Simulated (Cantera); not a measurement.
A closed system holds: 1 mol SiC, 0.0021 mol O₂, 400 mol H₂, 1.1 mol CO₂, equilibrated at 100000 Pa.

Method: chemical equilibrium by Gibbs-energy minimisation in Cantera with the NASA 1993 tables (ideal gas, pure condensed phases). Candidate condensed phases: C, C₆H₆, C₇H₈, C₈H₁₈, H₂O, Si, SiC, SiO₂; 123 gas species. Mutual solubility and eutectic melting of coexisting phases are not modelled. The tables hold silica as quartz up to 1696 K and as liquid above; real silica turns to tridymite and cristobalite and melts near 1996 K. Gases not in the tables: Si₂H₆ and higher silanes. The numbers say what is thermodynamically allowed, not how fast it happens.

Which condensed phases are stable at each of these points (T (°C)): 875, 975, 1075, 1175, 1275, 1375, 1475, 1575, 1675, 1775?


```tsv
T (°C)	condensed phases	Si condensed (%)
875	SiO₂(β-quartz)	100.0
975	SiO₂(β-quartz)	100.0
1075	SiC(s) + SiO₂(β-quartz)	99.9
1175	SiC(s) + SiO₂(β-quartz)	99.1
1275	SiC(s) + SiO₂(β-quartz)	89.2
1375	SiC(s)	42.6
1475	SiC(s)	42.8
1575	SiC(s)	42.7
1675	SiC(s)	42.1
1775	SiC(s)	40.2
```

From 875 °C to 975 °C the condensed part is SiO₂(β-quartz). From 1075 °C to 1275 °C the condensed part is SiC(s) + SiO₂(β-quartz). From 1375 °C to 1775 °C the condensed part is SiC(s).
